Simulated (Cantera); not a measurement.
**Silicon oxide and oxynitride deposition: TEOS + N₂O + H₂ + O₂**

Input: 1 mol TEOS, 4.7 mol N₂O, 32 mol H₂, 1.3 mol O₂, held at 88.0 Pa.

Method: chemical equilibrium by Gibbs-energy minimisation in Cantera with the NASA 1993 tables (ideal gas, pure condensed phases). Candidate condensed phases: C, C₆H₆, C₇H₈, C₈H₁₈, H₂O, Si, SiC, SiO₂, Si₂N₂O, Si₃N₄; 151 gas species. The feed counts by its element totals alone. The tables hold silica as quartz up to 1696 K and as liquid above; real silica turns to tridymite and cristobalite and melts near 1996 K. Rates play no part.

| T (°C) | log p H₂ | log p CO | log p N₂ | log p H | log p H₂O | log p SiO | log p CO₂ | log p OH | n SiO₂(α-quartz) | n SiO₂(β-quartz) |
|---|---|---|---|---|---|---|---|---|---|---|
| 502 | -3.18 | -3.93 | -4.12 | -13.59 | -4.95 | <-15 | -5.00 | <-15 | 1.00 | 0 |
| 602 | -3.18 | -3.91 | -4.12 | -11.89 | -4.85 | <-15 | -5.16 | <-15 | 0 | 1.00 |
| 702 | -3.18 | -3.91 | -4.12 | -10.53 | -4.79 | <-15 | -5.32 | -14.89 | 0 | 1.00 |
| 802 | -3.18 | -3.90 | -4.12 | -9.42 | -4.76 | -14.71 | -5.45 | -13.42 | 0 | 1.00 |
| 902 | -3.18 | -3.90 | -4.12 | -8.50 | -4.74 | -12.46 | -5.56 | -12.22 | 0 | 1.00 |
| 1002 | -3.18 | -3.90 | -4.12 | -7.72 | -4.73 | -10.56 | -5.66 | -11.20 | 0 | 1.000 |
| 1102 | -3.18 | -3.90 | -4.12 | -7.06 | -4.72 | -8.95 | -5.75 | -10.34 | 0 | 1.000 |
| 1202 | -3.18 | -3.90 | -4.12 | -6.48 | -4.71 | -7.56 | -5.82 | -9.59 | 0 | 0.998 |
| 1302 | -3.18 | -3.90 | -4.12 | -5.97 | -4.70 | -6.36 | -5.87 | -8.93 | 0 | 0.973 |
| 1402 | -3.19 | -3.90 | -4.12 | -5.53 | -4.63 | -5.37 | -5.85 | -8.28 | 0 | 0.732 |
| 1502 | -3.21 | -3.91 | -4.13 | -5.14 | -4.46 | -4.80 | -5.74 | -7.61 | 0 | 0 |
| 1602 | -3.21 | -3.91 | -4.13 | -4.79 | -4.47 | -4.81 | -5.78 | -7.15 | 0 | 0 |
| 1702 | -3.22 | -3.91 | -4.14 | -4.47 | -4.47 | -4.81 | -5.81 | -6.74 | 0 | 0 |
| 1802 | -3.24 | -3.92 | -4.15 | -4.20 | -4.48 | -4.82 | -5.84 | -6.38 | 0 | 0 |
log p: log10 of the partial pressure in bar; n: condensed amount in mol.

At 502 °C the condensed part is SiO₂(α-quartz). From 602 °C to 1402 °C the condensed part is SiO₂(β-quartz). From 1502 °C to 1802 °C nothing is condensed.
